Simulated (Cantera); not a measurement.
An adiabatic, constant-pressure homogeneous reactor starts with CH₄ : O₂ : N₂ = 1 : 1.18 : 4.42 (molar parts), equivalence ratio 1.7, at 1100 K and 1.60 bar.

Computed with Cantera and GRI-Mech 3.0 (53 species, 325 reactions).

Q: Predict: time of steepest temperature rise; temperature at 8.00 s; equilibrium temperature; x(O₂) at 8.00 s; x(H) at 8.00 s; x(O) at 8.00 s; x(CO) at 8.00 s; x(NO₂) at 8.00 s.

A: 
```json
{
 "time_of_steepest_temperature_rise": "0.176 s",
 "temperature at 8.00 s": "2375 K",
 "equilibrium_temperature": "2375 K",
 "x(O₂) at 8.00 s": "1.24e-5 (gas-phase equilibrium 1.24e-5)",
 "x(H) at 8.00 s": "0.00375 (gas-phase equilibrium 0.00375)",
 "x(O) at 8.00 s": "2.12e-5 (gas-phase equilibrium 2.12e-5)",
 "x(CO) at 8.00 s": "0.108 (gas-phase equilibrium 0.108)",
 "x(NO₂) at 8.00 s": "1.21e-9 (gas-phase equilibrium 1.21e-9)"
}
```
